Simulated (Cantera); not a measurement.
A closed system holds: 1 mol Ti, 0.5 mol CO2, 160 mol H2, equilibrated at 1098.15 K and 0.140 bar.

These are equilibrium values from Cantera (NASA tables, ideal gas, pure condensed phases), not measurements of a reactor. Candidate condensed phases: C, C6H6, C7H8, C8H18, H2O, Ti, TiC, TiO, TiO2, Ti2O3, Ti3O5, Ti4O7; 113 gas species. Mutual solubility and eutectic melting of coexisting phases are not modelled. TiC: taken at fixed stoichiometry. Kinetics and transport are ignored.

Task: What is the equilibrium state?

Result: 
| Item | Result |
|---|---|
| x(H2) | 0.999 |
| x(CH4) | 0.000950 |
| x(CO) | 5.42e-5 |
| x(H2O) | 3.73e-6 |
| n(TiC(s)) | 0.340 mol |
| n(Ti2O3(s)) | 0.330 mol |
| gas amount | 159.9 mol |
| log10 activity of Ti3O5(s) (absent) | -0.24 |
| log10 activity of Ti4O7(s) (absent) | -0.66 |
| log10 activity of C(graphite) (absent) | -0.73 |
